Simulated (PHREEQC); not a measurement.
A column of 0.2 m (30 cells, dispersivity 0.01 m, 3600 s a shift, diffusion coefficient 3e-10 m²/s) holds 0.15 eq of the database's cation exchanger X per kg of pore water, first in equilibrium with 0.093 mol/kgw NaCl, 0.0051 mol/kgw SrCl2 and 1e-05 mol/kgw HCl. It is flushed with 0.0021 mol CaCl2, 0.037 mol MgCl2 and 1e-05 mol HCl per kg of water, at 40 °C. Values are for the last cell. No CO2 enters from the air. No solid was allowed to form.

All values are PHREEQC results (ion-association model, phreeqc.dat), not measurements.

Problem. Predict Na in solution (mol/kgw), Sr in solution (mol/kgw), NaX on the exchanger (mol/kgw) at pore volumes = 4.617, 5.017, 5.217.

Solution. 
```tsv
pore volumes	Na in solution (mol/kgw)	Sr in solution (mol/kgw)	NaX on the exchanger (mol/kgw)
4.617	1.83e-6	0.00473	6.08e-7
5.017	4.66e-7	0.00364	1.56e-7
5.217	2.35e-7	0.00318	7.91e-8
```

Complexes and solids missing from the database can't appear. At this temperature some constants are extrapolated from 25 °C, and those without enthalpy data are left unchanged.
